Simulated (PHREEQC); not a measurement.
Dissolve 0.007 mol/kgw NH4Cl, 0.0026 mol/kgw Na2B4O7 and 0.00066 mol/kgw NaCl at 25 °C. Closed to the air; pH follows from the charge balance.

Model: ion-association model, wateq4f.dat, run in PHREEQC.

The pH is 8.86 and the ionic strength comes out as 0.0110 mol/kgw. The total alkalinity is 5.20 meq/kg.

| species | molality | activity | log γ |
|---|---|---|---|
| Cl- | 0.00766 | 0.00687 | -0.048 |
| H3BO3 | 0.00709 | 0.00711 | 0.001 |
| Na+ | 0.00586 | 0.00527 | -0.046 |
| NH4+ | 0.00511 | 0.00459 | -0.047 |
| H2BO3- | 0.00331 | 0.00295 | -0.049 |
| NH3 | 0.00189 | 0.00189 | 0.000 |
| OH- | 8.05e-6 | 7.21e-6 | -0.048 |
| H+ | 1.52e-9 | 1.39e-9 | -0.041 |

Precipitation was switched off in this run.
